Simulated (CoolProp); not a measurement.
Saturation properties of R1336mzz(Z) (Tc = 444.5 K, pc = 2.904 MPa, ω = 0.386).

The numbers come from the reference Helmholtz-energy equation of state, McLinden 2020 in CoolProp.

| T (K) | p (MPa) | vapour density (kg/m³) |
|---|---|---|
| 268.5 | 0.01966 | 1.469 |
| 271.4 | 0.02272 | 1.683 |
| 274.4 | 0.02629 | 1.929 |
| 277.4 | 0.03029 | 2.204 |
| 280.4 | 0.03478 | 2.509 |
| 283.3 | 0.03962 | 2.836 |
| 286.3 | 0.04518 | 3.209 |
| 289.3 | 0.05135 | 3.620 |
| 292.3 | 0.05817 | 4.071 |
| 295.2 | 0.06544 | 4.550 |
| 298.2 | 0.07371 | 5.090 |
| 301.2 | 0.08278 | 5.680 |

It boils at 306.6 K under 1 atm.
